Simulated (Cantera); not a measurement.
Input (Python, Cantera) and output of one run.

```python
import numpy as np
import cantera as ct

gas_names = """
    C CH CH2 CH3 CH2OH CH3O CH4 CH3OH CO CO2 COOH C2 C2H CHCO,ketyl C2H2,acetylene C2H2,vinylidene
    CH2CO,ketene C2H3,vinyl CH3CO,acetyl C2H4 C2H4O,ethylen CH3CHO,ethanal CH3COOH (HCOOH)2 C2H5 C2H6
    CH3OCH3 C2H5OH C2O C3 C3H3,propargyl C3H4,allene C3H4,propyne C3H4,cyclo- C3H5,allyl C3H6,propylene
    C3H6,cyclo- C3H6O C3H7,n-propyl C3H7,i-propyl C3H8 C3H8O,1propanol C3H8O,2propanol C3O2 C4 C4H2
    C4H4,1,3-cyclo- C4H6,butadiene C4H6,2-butyne C4H6,cyclo- C4H8,1-butene C4H8,cis2-buten
    C4H8,tr2-butene C4H8,isobutene C4H8,cyclo- (CH3COOH)2 C4H9,n-butyl C4H9,i-butyl C4H9,s-butyl
    C4H9,t-butyl C4H10,isobutane C4H10,n-butane C5 C5H6,1,3cyclo- C5H8,cyclo- C5H10,1-pentene
    C5H10,cyclo- C5H11,pentyl C5H11,t-pentyl C5H12,n-pentane C5H12,i-pentane CH3C(CH3)2CH3 C6H2
    C6H5,phenyl C6H5O,phenoxy C6H6 C6H5OH,phenol C6H10,cyclo- C6H12,1-hexene C6H12,cyclo- C6H13,n-hexyl
    C7H7,benzyl C7H8 C7H8O,cresol C7H14,1-heptene C7H15,n-heptyl C7H16,n-heptane C8H8,styrene
    C8H10,ethylbenz C8H16,1-octene C8H17,n-octyl C8H18,isooctane C8H18,n-octane C9H19,n-nonyl
    C10H8,naphthale C10H21,n-decyl C12H9,o-bipheny C12H10,bipheny H HCO HO2 H2 HCHO,formaldehy HCOOH H2O
    H2O2 O OH O2 O3 Si SiC SiC2 SiC4H12 SiH SiH2 SiH3 SiH4 SiO SiO2 Si2 Si2C Si3
""".split()
cond_names = """
    C(gr) C6H6(L) C7H8(L) C8H18(L),n-octa H2O(s) H2O(L) Si(cr) Si(L) SiC(b) SiO2(Lqz) SiO2(hqz) SiO2(L)
""".split()


def load(file, names, dense=False):
    # The tables refer to 1 bar. Condensed volumes are neglected.
    table = {s.name: s for s in ct.Species.list_from_file(file)}
    out = []
    for n in names:
        d = dict(table[n].input_data)
        d["thermo"] = dict(d["thermo"], **{"reference-pressure": 1e5})
        if dense:
            d["equation-of-state"] = {"model": "constant-volume", "density": "1e6 g/cm^3"}
        out.append(ct.Species.from_dict(d))
    return out


gas = ct.Solution(thermo="ideal-gas", species=load("nasa_gas.yaml", gas_names))
cond = {s.name: ct.Solution(thermo="fixed-stoichiometry", species=[s], name=s.name)
        for s in load("nasa_condensed.yaml", cond_names, dense=True)}
atoms = {
    'SiH4': {'Si': 1, 'H': 4},
    'CO2': {'C': 1, 'O': 2},
}
top_T = {'C(gr)': 4500, 'SiC(b)': 3050}  # K; cautious upper limits of use, not melting points


def equilibrate(T, P, feed):
    n = {}
    for name, mol in feed.items():
        for a, k in atoms[name].items():
            n[a] = n.get(a, 0.0) + k * mol
    gas.TPX = T, P, n
    mass = sum(n.values()) * gas.mean_molecular_weight
    gas.equilibrate("TP")
    valid = [c for c in cond.values() if c.min_temp <= T <= top_T.get(c.name, c.max_temp)]
    mix = ct.Mixture([(gas, mass / gas.mean_molecular_weight)] + [(c, 0.0) for c in valid])
    mix.T, mix.P = T, P
    mix.equilibrate("TP", solver="vcs", rtol=1e-11, max_steps=5000)
    return mix


results = []
feed = {'SiH4': 1, 'CO2': 0.66}  # mol
T = 1100  # K
P = 10000  # Pa
mix = equilibrate(T, P, feed)
results.append((T, P, feed, dict(zip(mix.species_names, mix.species_moles))))
print(gas.report(threshold=1e-06))
for i in range(1, mix.n_phases):
    print(f"{mix.phase(i).name:16s} {mix.phase_moles(i):12.5e} mol")
```

Result:

```
       temperature   1100 K
          pressure   10000 Pa
           density   0.0022599 kg/m^3
  mean mol. weight   2.0669 kg/kmol
   phase of matter   gas

                          1 kg             1 kmol
                     ---------------   ---------------
          enthalpy        1.1388e+07        2.3537e+07  J
   internal energy        6.9627e+06        1.4391e+07  J
           entropy             91339        1.8879e+05  J/K
    Gibbs function       -8.9085e+07       -1.8413e+08  J
 heat capacity c_p             14902             30802  J/K
 heat capacity c_v             10880             22487  J/K

                      mass frac. Y      mole frac. X     chem. pot. / RT
                     ---------------   ---------------   ---------------
               CH4          0.027662         0.0035638           -41.771
                CO        0.00046809        3.4541e-05           -50.516
                H2           0.97187            0.9964           -20.054
     [ +120 minor]        4.3521e-06        5.0867e-07

C(gr)             3.12794e-01 mol
Si(cr)            0.00000e+00 mol
SiC(b)            3.40035e-01 mol
SiO2(hqz)         6.59965e-01 mol
```

Equilibrium computed with Cantera from the NASA thermochemical tables; the gas is ideal and each condensed phase is pure. Mutual solubility and eutectic melting of coexisting phases are not modelled.
